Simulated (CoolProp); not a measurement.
The fluid at 455.24 K and 0.269 MPa flows at 0.1 m/s in a round tube of 1 mm bore and 1.5 µm roughness, fully developed (64/Re and Nu = 3.66 if laminar; Colebrook and Gnielinski if turbulent). The same conditions are run with several fluids, on thermodynamics alone (safety and materials aside).

Values from CoolProp's reference Helmholtz-energy equation of state of each fluid (c-C4F8 (RC318): Platzer 1990; R124: de Vries 1995; benzene: Thol 2012; dry air: Lemmon 2000). The equations of Platzer and Polt are older, rougher fits. Blends and air are pseudo-pure fits.

```json
[
 {"fluid": "c-C4F8 (RC318)", "Reynolds number": "82.6", "Darcy friction factor": "___", "pressure drop (Pa/m)": "56.1", "heat-transfer coefficient (W/(m² K))": "84.6", "mass flow (kg/h)": "0.00409"},
 {"fluid": "R124", "Reynolds number": "50.4", "Darcy friction factor": "1.27", "pressure drop (Pa/m)": "___", "heat-transfer coefficient (W/(m² K))": "99.9", "mass flow (kg/h)": "___"},
 {"fluid": "benzene", "Reynolds number": "50.6", "Darcy friction factor": "1.27", "pressure drop (Pa/m)": "36.5", "heat-transfer coefficient (W/(m² K))": "93.9", "mass flow (kg/h)": "0.00163"},
 {"fluid": "dry air", "Reynolds number": "___", "Darcy friction factor": "7.89", "pressure drop (Pa/m)": "___", "heat-transfer coefficient (W/(m² K))": "136", "mass flow (kg/h)": "___"}
]
```

Question: What belongs in the gaps?

Answer: 
- c-C4F8 (RC318), Darcy friction factor: 0.775
- R124, pressure drop (Pa/m): 62.6
- R124, mass flow (kg/h): 0.00279
- dry air, Reynolds number: 8.11
- dry air, pressure drop (Pa/m): 81.1
- dry air, mass flow (kg/h): 0.000582

Transport values come from each fluid's own correlations; those of c-C4F8 (RC318), R124 are estimates that may be off by 10 % or more.
